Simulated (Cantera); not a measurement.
An isothermal, constant-pressure homogeneous reactor starts with N₂O : H₂O = 1 : 0.16 (molar parts), at 1325 K and 120000 Pa.

Computed with Cantera and GRI-Mech 3.0 (53 species, 325 reactions). GRI-Mech 3.0 was tuned for natural gas; its chemistry of N2O as a main component is partial and can be far from experiment. The mechanism lacks the step 2 NO + O2 → 2 NO2, which can matter for NO2 below about 1400 K. The temperature is held fixed by assumption; the heat of reaction is taken as removed at once.

x: mole fraction; the columns are a selection and need not sum to one.

```csv
t (s),x N₂O,x H₂O,x NO,x NO₂,x HO₂,x H,x O₂
2.00e-6,0.862,0.138,5.58e-7,1.61e-12,3.41e-9,1.28e-10,1.46e-6
7.23e-6,0.862,0.138,4.73e-6,1.34e-10,1.13e-7,___,1.24e-5
2.62e-5,0.862,0.138,2.47e-5,1.21e-8,2.19e-6,___,6.55e-5
9.46e-5,0.861,0.138,9.74e-5,1.16e-6,1.40e-5,___,0.000278
0.000342,0.858,0.138,0.000348,2.25e-5,1.59e-5,6.59e-8,0.00115
0.00124,0.848,0.137,0.00118,0.000155,1.28e-5,6.61e-8,0.00431
0.00447,0.811,0.135,0.00405,0.000530,8.97e-6,___,0.0153
0.0162,0.699,0.130,0.0131,0.000990,4.64e-6,___,0.0496
0.0585,0.441,0.118,0.0325,0.00120,1.82e-6,___,0.130
0.211,0.132,0.103,0.0505,0.00104,6.10e-7,___,0.229
0.765,0.00726,0.0968,0.0529,0.000769,1.36e-7,9.64e-10,0.272
2.77,1.64e-6,0.0964,0.0529,0.000647,5.94e-8,2.27e-10,0.274
10.0,5.73e-7,0.0964,0.0528,0.000647,5.93e-8,2.27e-10,0.274
```

**Question.** Some entries are withheld; supply them.

**Answer.** 
- 7.23e-6, x H: 2.86e-9
- 2.62e-5, x H: 1.73e-8
- 9.46e-5, x H: 5.17e-8
- 0.00447, x H: 5.69e-8
- 0.0162, x H: 4.63e-8
- 0.0585, x H: 3.42e-8
- 0.211, x H: 1.50e-8
